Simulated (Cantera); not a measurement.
A Cantera script and what it prints.

```python
import numpy as np
import cantera as ct

gas_names = """
    CO N2O FeC5O5 NO2 N2
""".split()
cond_names = """
    Fe2O3(s) Fe(a) Fe(c) Fe(d) Fe(L)
""".split()


# ... load() reads the species with a 1 bar reference pressure and builds the phases ...
species = {s.name: s for s in load("nasa_gas.yaml", gas_names) + load("nasa_condensed.yaml", cond_names)}
# Each term lists the table entries of one substance; the one whose range holds T is used.
reactions = {
    '10 CO(g) + N2O(g) + Fe2O3 = 2 Fe(CO)5(g) + 2 NO2(g)':
        [(-10, ['CO']), (-1, ['N2O']), (-1, ['Fe2O3(s)']), (2, ['FeC5O5']), (2, ['NO2'])],
    'Fe2O3 + 3 N2(g) = 3 N2O(g) + 2 Fe':
        [(-1, ['Fe2O3(s)']), (-3, ['N2']), (3, ['N2O']), (2, ['Fe(a)', 'Fe(c)', 'Fe(d)', 'Fe(L)'])],
}


def pick(names, T):
    return next(species[n] for n in names if species[n].thermo.min_temp <= T <= species[n].thermo.max_temp)


results = []
for label, terms in reactions.items():
    print(label)
    print("     T/K   dH/kJ  dS/(J/K)   dG/kJ   log10 K")
    for T in [300, 1075, 1125, 1175, 1225, 1275, 1325, 1375, 1425, 1475]:
        used = [(nu, pick(names, T)) for nu, names in terms]
        dH = sum(nu * s.thermo.h(T) for nu, s in used) / 1e6
        dS = sum(nu * s.thermo.s(T) for nu, s in used) / 1e3
        dG = dH - T * dS / 1e3
        logK = -dG * 1e6 / (ct.gas_constant * T * np.log(10))
        results.append((label, T, dH, dS, dG, logK, [s.name for _, s in used]))
        print(f"{T:8g} {dH:8.1f} {dS:8.1f} {dG:8.1f} {logK:8.2f}")
```

Output:

```
10 CO(g) + N2O(g) + Fe2O3 = 2 Fe(CO)5(g) + 2 NO2(g)
     T/K   dH/kJ  dS/(J/K)   dG/kJ   log10 K
     300    461.6   -925.1    739.2  -128.70
    1075    473.2   -910.8   1452.4   -70.57
    1125    475.2   -909.1   1497.9   -69.55
    1175    477.3   -907.3   1543.3   -68.61
    1225    479.4   -905.5   1588.6   -67.74
    1275    481.7   -903.7   1633.8   -66.93
    1325    484.0   -901.9   1679.0   -66.19
    1375    486.4   -900.1   1724.0   -65.49
    1425    488.8   -898.4   1769.0   -64.84
    1475    491.2   -896.7   1813.9   -64.23
Fe2O3 + 3 N2(g) = 3 N2O(g) + 2 Fe
     T/K   dH/kJ  dS/(J/K)   dG/kJ   log10 K
     300   1070.1     52.3   1054.4  -183.58
    1075   1060.6     30.7   1027.5   -49.93
    1125   1061.4     31.5   1026.0   -47.64
    1175   1061.4     31.5   1024.4   -45.54
    1225   1063.0     32.8   1022.8   -43.61
    1275   1062.8     32.7   1021.1   -41.83
    1325   1062.7     32.6   1019.5   -40.19
    1375   1062.7     32.6   1017.9   -38.67
    1425   1062.7     32.6   1016.3   -37.25
    1475   1062.8     32.7   1014.6   -35.93
```

Cantera with NASA thermochemical tables; ideal gases at 1 bar, condensed phases pure. Condensed species are held in their standard states even where they would react or evaporate.
